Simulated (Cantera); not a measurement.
A perfectly stirred reactor is fed with NH₃ : H₂ = 1 : 0.45 (molar parts), at 7100 Pa; it is held at 1725 K, and followed from long to short residence time.

Model: the gas-phase N/H chemistry of the illustrative SiF4/NH3 mechanism in the Surface Chemkin manual (1991), integrated in Cantera. Walls and surfaces, which speed up NH3 decomposition in real reactors, are not modelled.

Problem. What does this change do: pressure from 7100 Pa to 1330 Pa?

Solution. 
```tsv
quantity	before	after
x(NH₃) at τ = 2.20 s	0.529	0.624
x(H₂) at τ = 2.20 s	0.423	0.357
x(NH₂) at τ = 2.20 s	0.000213	0.000303
x(N₂H₂) at τ = 2.20 s	1.11e-6	2.50e-6
x(N₂) at τ = 2.20 s	0.0475	0.0194
x(NH₃) at τ = 0.140 s	0.677	0.686
x(H₂) at τ = 0.140 s	0.319	0.313
x(NH₂) at τ = 0.140 s	0.000245	0.000280
x(N₂H₂) at τ = 0.140 s	1.55e-6	2.11e-6
x(N₂) at τ = 0.140 s	0.00376	0.000966
```

Problem. What does this change do: temperature 1725 to 1500 K?

Solution. 
```tsv
quantity	before	after
x(NH₃) at τ = 2.20 s	0.529	0.682
x(H₂) at τ = 2.20 s	0.423	0.315
x(NH₂) at τ = 2.20 s	0.000213	5.00e-5
x(N₂H₂) at τ = 2.20 s	1.11e-6	4.08e-7
x(N₂) at τ = 2.20 s	0.0475	0.00214
x(NH₃) at τ = 0.140 s	0.677	0.689
x(H₂) at τ = 0.140 s	0.319	0.311
x(NH₂) at τ = 0.140 s	0.000245	4.06e-5
x(N₂H₂) at τ = 0.140 s	1.55e-6	2.67e-7
x(N₂) at τ = 0.140 s	0.00376	8.53e-5
```

Problem. What does this change do: temperature 1725 to 1600 K?

Solution. 
| quantity | before | after |
|---|---|---|
| x(NH₃) at τ = 2.20 s | 0.529 | 0.654 |
| x(H₂) at τ = 2.20 s | 0.423 | 0.336 |
| x(NH₂) at τ = 2.20 s | 0.000213 | 0.000108 |
| x(N₂H₂) at τ = 2.20 s | 1.11e-6 | 7.66e-7 |
| x(N₂) at τ = 2.20 s | 0.0475 | 0.0106 |
| x(NH₃) at τ = 0.140 s | 0.677 | 0.687 |
| x(H₂) at τ = 0.140 s | 0.319 | 0.312 |
| x(NH₂) at τ = 0.140 s | 0.000245 | 0.000104 |
| x(N₂H₂) at τ = 0.140 s | 1.55e-6 | 7.18e-7 |
| x(N₂) at τ = 0.140 s | 0.00376 | 0.000608 |
